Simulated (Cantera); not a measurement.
A perfectly stirred reactor is fed with CH4 : C2H6 : C3H8 : O2 : N2 : H2O = 1 : 0.054 : 0.84 : 4.56 : 17.2 : 1.4 (molar parts), equivalence ratio 1.4, at 1.78 atm; it is adiabatic with a 675 K inlet, and is followed from long to short residence time, starting on the burning branch (τ in s: 0.093, 0.033, 0.012, 0.0042, 0.0015, 0.00053, 0.00019, 6.8e-05, 2.4e-05, 8.6e-06, 3.1e-06).

Cantera simulation using GRI-Mech 3.0 (53 species, 325 reactions); the numbers are that mechanism's predictions, not measurements. GRI-Mech 3.0 was tuned for natural gas; its chemistry of propane as a main component is partial and can be far from experiment.

x: mole fraction; the columns are a selection and need not sum to one.

| τ (s) | T (K) | x CH4 | x C2H6 | x C3H8 | x OH | x HO2 | x CO2 | x C2H2 |
|---|---|---|---|---|---|---|---|---|
| 0.093 | 2199 | 2.06e-5 | 1.02e-8 | 1.12e-7 | 0.000791 | 2.46e-8 | 0.0529 | 2.08e-5 |
| 0.033 | 2193 | ___ | ___ | ___ | ___ | ___ | 0.0529 | ___ |
| 0.012 | 2185 | 4.65e-5 | 6.31e-8 | 6.46e-7 | 0.00135 | 1.12e-7 | 0.0529 | 5.68e-5 |
| 0.0042 | 2173 | 7.02e-5 | 1.56e-7 | 1.53e-6 | 0.00179 | 2.46e-7 | 0.0527 | 8.97e-5 |
| 0.0015 | 2157 | 0.000118 | 3.89e-7 | 3.64e-6 | 0.00224 | 5.23e-7 | 0.0523 | 0.000150 |
| 0.00053 | 2135 | ___ | ___ | ___ | 0.00261 | ___ | 0.0511 | ___ |
| 0.00019 | 2097 | 0.000561 | 3.38e-6 | 2.65e-5 | 0.00270 | 3.17e-6 | 0.0478 | 0.000651 |
| 6.8e-5 | 1961 | 0.00240 | 2.85e-5 | 0.000131 | 0.00175 | 1.89e-5 | 0.0353 | 0.00213 |
| 2.4e-5 | 675 | 0.0399 | 0.00216 | 0.0335 | <1e-12 | <1e-12 | <1e-12 | <1e-12 |
| 8.6e-6 | 675 | 0.0399 | 0.00216 | 0.0335 | <1e-12 | <1e-12 | <1e-12 | <1e-12 |
| 3.1e-6 | 675 | 0.0399 | 0.00216 | 0.0335 | <1e-12 | <1e-12 | <1e-12 | <1e-12 |

Task: Some entries are withheld; supply them.

Result: 
- 0.033, x CH4: 3.21e-5
- 0.033, x C2H6: 2.61e-8
- 0.033, x C3H8: 2.77e-7
- 0.033, x OH: 0.00102
- 0.033, x HO2: 5.16e-8
- 0.033, x C2H2: 3.61e-5
- 0.00053, x CH4: 0.000236
- 0.00053, x C2H6: 1.06e-6
- 0.00053, x C3H8: 9.31e-6
- 0.00053, x HO2: 1.17e-6
- 0.00053, x C2H2: 0.000290
